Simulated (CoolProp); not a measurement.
Computed with CoolProp (reference Helmholtz-energy equation of state, Thol 2018).

**Question.** Give the vapour pressure (MPa), vapour density (kg/m³), enthalpy of vaporisation (kJ/kg), liquid cp (kJ/(kg K)) of saturated hydrogen chloride at 253, 271.3, 298.8 K.

**Answer.** 
| T (K) | p (MPa) | vapour density (kg/m³) | enthalpy of vaporisation (kJ/kg) | liquid cp (kJ/(kg K)) |
|---|---|---|---|---|
| 253 | 1.47 | 30.8 | 354 | 1.84 |
| 271.3 | 2.47 | 52.8 | 316 | 2.01 |
| 298.8 | 4.81 | 117 | 235 | 2.72 |
